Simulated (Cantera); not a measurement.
Input: 1 mol Si2H6, 5.8 mol H2O, 28 mol H2, equilibrated at 2.30 mbar.

Equilibrium computed with Cantera from the NASA thermochemical tables; the gas is ideal and each condensed phase is pure. Candidate condensed phases: H2O, Si, SiO2; 18 gas species. The feed counts by its element totals alone. The tables hold silica as quartz up to 1696 K and as liquid above; real silica turns to tridymite and cristobalite and melts near 1996 K. Kinetics and transport are ignored.

**Question.** What share of the Si ends up in condensed phases as a function of T (K), at 650, 850, 1050, 1250, 1450, 1650, 1850?

**Answer.** 
```csv
T (K),Si condensed (%),as
650,100.0,SiO2(α-quartz)
850,100.0,SiO2(β-quartz)
1050,100.0,SiO2(β-quartz)
1250,100.0,SiO2(β-quartz)
1450,100.0,SiO2(β-quartz)
1650,98.7,SiO2(β-quartz)
1850,45.3,SiO2(condensed)
```
